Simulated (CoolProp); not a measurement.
Saturation properties of carbonyl sulfide (Tc = 378.8 K, pc = 6.369 MPa, ω = 0.098).

Computed with CoolProp (reference Helmholtz-energy equation of state, Lemmon 2006). It is a short technical equation, of lower accuracy than the large ones.

```json
[
 {"T (K)": "189", "p (MPa)": "0.01516", "liquid density (kg/m³)": "1245", "enthalpy of vaporisation (kJ/kg)": "330.6"},
 {"T (K)": "192.1", "p (MPa)": "0.01861", "liquid density (kg/m³)": "1238", "enthalpy of vaporisation (kJ/kg)": "328.7"},
 {"T (K)": "195.2", "p (MPa)": "0.02268", "liquid density (kg/m³)": "1232", "enthalpy of vaporisation (kJ/kg)": "326.8"},
 {"T (K)": "198.2", "p (MPa)": "0.02728", "liquid density (kg/m³)": "1226", "enthalpy of vaporisation (kJ/kg)": "324.9"},
 {"T (K)": "201.3", "p (MPa)": "0.03279", "liquid density (kg/m³)": "1220", "enthalpy of vaporisation (kJ/kg)": "323.0"},
 {"T (K)": "204.4", "p (MPa)": "0.03918", "liquid density (kg/m³)": "1213", "enthalpy of vaporisation (kJ/kg)": "321.0"},
 {"T (K)": "207.4", "p (MPa)": "0.04627", "liquid density (kg/m³)": "1207", "enthalpy of vaporisation (kJ/kg)": "319.1"},
 {"T (K)": "210.5", "p (MPa)": "0.05464", "liquid density (kg/m³)": "1201", "enthalpy of vaporisation (kJ/kg)": "317.1"},
 {"T (K)": "213.5", "p (MPa)": "0.06386", "liquid density (kg/m³)": "1194", "enthalpy of vaporisation (kJ/kg)": "315.2"},
 {"T (K)": "216.6", "p (MPa)": "0.07463", "liquid density (kg/m³)": "1188", "enthalpy of vaporisation (kJ/kg)": "313.2"},
 {"T (K)": "219.7", "p (MPa)": "0.08678", "liquid density (kg/m³)": "1181", "enthalpy of vaporisation (kJ/kg)": "311.1"}
]
```

It boils at 223.0 K under 1 atm.
